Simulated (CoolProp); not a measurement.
Saturated liquid density (kg/m³) of methanol: the reference equation beside estimates from Tc = 513.4 K, pc = 8.216 MPa, ω = 0.565.

Computed with CoolProp (reference Helmholtz-energy equation of state, de Reuck 1993).

```json
[
 {"T (K)": "253.4", "reference": "828.3", "van der Waals": "405.8", "Soave-Redlich-Kwong": "633.6"},
 {"T (K)": "273.1", "reference": "809.7", "van der Waals": "397.0", "Soave-Redlich-Kwong": "622.3"},
 {"T (K)": "292.8", "reference": "791.3", "van der Waals": "…", "Soave-Redlich-Kwong": "…"},
 {"T (K)": "312.4", "reference": "772.8", "van der Waals": "377.9", "Soave-Redlich-Kwong": "595.8"},
 {"T (K)": "332.1", "reference": "753.8", "van der Waals": "367.6", "Soave-Redlich-Kwong": "580.4"},
 {"T (K)": "351.8", "reference": "…", "van der Waals": "356.5", "Soave-Redlich-Kwong": "563.0"},
 {"T (K)": "371.4", "reference": "712.9", "van der Waals": "344.7", "Soave-Redlich-Kwong": "543.7"},
 {"T (K)": "391.1", "reference": "689.8", "van der Waals": "331.8", "Soave-Redlich-Kwong": "521.6"}
]
```

**Question.** What belongs in the gaps?

**Answer.** 
- 292.8, van der Waals: 387.7
- 292.8, Soave-Redlich-Kwong: 609.7
- 351.8, reference: 734.0

Absolute difference from the reference over all 8 rows, mean and median: van der Waals 51.3 and 51.2 %, Soave-Redlich-Kwong 23.4 and 23.2 %.
